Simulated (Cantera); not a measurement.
What does this Cantera script print?

```python
import numpy as np
import cantera as ct

gas_names = """
    B BH BH2 BH3 BO BO2 B2 B2O B2O2 B2O3 B3O3H3 H HBO HBO2 HO2 H2 H2O H2O2 H3B3O6 O OH O2 O3
""".split()
cond_names = """
    B(b) B(L) B2O3(L) B3O3H3(cr) H2O(s) H2O(L)
""".split()


# ... load() reads the species with a 1 bar reference pressure and builds the phases ...
atoms = {
    'B': {'B': 1},
    'O2': {'O': 2},
    'H2': {'H': 2},
}
top_T = {}  # K; cautious upper limits of use, not melting points


# ... equilibrate(T, P, feed) seeds the gas with the atoms and calls Mixture.equilibrate('TP', solver="vcs", rtol=1e-11, max_steps=5000) ...
results = []
feed = {'B': 1, 'O2': 9.9, 'H2': 2.5}  # mol
for P in [10, 25, 63, 160, 400, 1000, 2500, 6300, 16000, 40000, 100000]:
    for T in [898, 973, 1048, 1123, 1198, 1273, 1348, 1423, 1498, 1573, 1648, 1723, 1798, 1873]:
        mix = equilibrate(T, P, feed)
        results.append((T, P, feed, dict(zip(mix.species_names, mix.species_moles))))

for T, P, feed, n in results:
    print(f"{T:7g} {P:10.4g}  " + (" + ".join(c for c in cond_names if n.get(c, 0) > 1e-12) or "gas only"))
```

Output:

```
    898         10  B2O3(L)
    973         10  B2O3(L)
   1048         10  B2O3(L)
   1123         10  B2O3(L)
   1198         10  B2O3(L)
   1273         10  gas only
   1348         10  gas only
   1423         10  gas only
   1498         10  gas only
   1573         10  gas only
   1648         10  gas only
   1723         10  gas only
   1798         10  gas only
   1873         10  gas only
    898         25  B2O3(L)
    973         25  B2O3(L)
   1048         25  B2O3(L)
   1123         25  B2O3(L)
   1198         25  B2O3(L)
   1273         25  B2O3(L)
   1348         25  gas only
   1423         25  gas only
   1498         25  gas only
   1573         25  gas only
   1648         25  gas only
   1723         25  gas only
   1798         25  gas only
   1873         25  gas only
    898         63  B2O3(L)
    973         63  B2O3(L)
   1048         63  B2O3(L)
   1123         63  B2O3(L)
   1198         63  B2O3(L)
   1273         63  B2O3(L)
   1348         63  gas only
   1423         63  gas only
   1498         63  gas only
   1573         63  gas only
   1648         63  gas only
   1723         63  gas only
   1798         63  gas only
   1873         63  gas only
    898        160  B2O3(L)
    973        160  B2O3(L)
   1048        160  B2O3(L)
   1123        160  B2O3(L)
   1198        160  B2O3(L)
   1273        160  B2O3(L)
   1348        160  B2O3(L)
   1423        160  gas only
   1498        160  gas only
   1573        160  gas only
   1648        160  gas only
   1723        160  gas only
   1798        160  gas only
   1873        160  gas only
    898        400  B2O3(L)
    973        400  B2O3(L)
   1048        400  B2O3(L)
   1123        400  B2O3(L)
   1198        400  B2O3(L)
   1273        400  B2O3(L)
   1348        400  B2O3(L)
   1423        400  B2O3(L)
   1498        400  gas only
   1573        400  gas only
   1648        400  gas only
   1723        400  gas only
   1798        400  gas only
   1873        400  gas only
    898       1000  B2O3(L)
    973       1000  B2O3(L)
   1048       1000  B2O3(L)
   1123       1000  B2O3(L)
   1198       1000  B2O3(L)
   1273       1000  B2O3(L)
   1348       1000  B2O3(L)
   1423       1000  B2O3(L)
   1498       1000  gas only
   1573       1000  gas only
   1648       1000  gas only
   1723       1000  gas only
   1798       1000  gas only
   1873       1000  gas only
    898       2500  B2O3(L)
    973       2500  B2O3(L)
   1048       2500  B2O3(L)
   1123       2500  B2O3(L)
   1198       2500  B2O3(L)
   1273       2500  B2O3(L)
   1348       2500  B2O3(L)
   1423       2500  B2O3(L)
   1498       2500  B2O3(L)
   1573       2500  gas only
   1648       2500  gas only
   1723       2500  gas only
   1798       2500  gas only
   1873       2500  gas only
    898       6300  B2O3(L)
    973       6300  B2O3(L)
   1048       6300  B2O3(L)
   1123       6300  B2O3(L)
   1198       6300  B2O3(L)
   1273       6300  B2O3(L)
   1348       6300  B2O3(L)
   1423       6300  B2O3(L)
   1498       6300  B2O3(L)
   1573       6300  B2O3(L)
   1648       6300  gas only
   1723       6300  gas only
   1798       6300  gas only
   1873       6300  gas only
    898    1.6e+04  B2O3(L)
    973    1.6e+04  B2O3(L)
   1048    1.6e+04  B2O3(L)
   1123    1.6e+04  B2O3(L)
   1198    1.6e+04  B2O3(L)
   1273    1.6e+04  B2O3(L)
   1348    1.6e+04  B2O3(L)
   1423    1.6e+04  B2O3(L)
   1498    1.6e+04  B2O3(L)
   1573    1.6e+04  B2O3(L)
   1648    1.6e+04  B2O3(L)
   1723    1.6e+04  gas only
   1798    1.6e+04  gas only
   1873    1.6e+04  gas only
    898      4e+04  B2O3(L)
    973      4e+04  B2O3(L)
   1048      4e+04  B2O3(L)
   1123      4e+04  B2O3(L)
   1198      4e+04  B2O3(L)
   1273      4e+04  B2O3(L)
   1348      4e+04  B2O3(L)
   1423      4e+04  B2O3(L)
   1498      4e+04  B2O3(L)
   1573      4e+04  B2O3(L)
   1648      4e+04  B2O3(L)
   1723      4e+04  gas only
   1798      4e+04  gas only
   1873      4e+04  gas only
    898      1e+05  B2O3(L)
    973      1e+05  B2O3(L)
   1048      1e+05  B2O3(L)
   1123      1e+05  B2O3(L)
   1198      1e+05  B2O3(L)
   1273      1e+05  B2O3(L)
   1348      1e+05  B2O3(L)
   1423      1e+05  B2O3(L)
   1498      1e+05  B2O3(L)
   1573      1e+05  B2O3(L)
   1648      1e+05  B2O3(L)
   1723      1e+05  B2O3(L)
   1798      1e+05  gas only
   1873      1e+05  gas only
```

These are equilibrium values from Cantera (NASA tables, ideal gas, pure condensed phases), not measurements of a reactor.
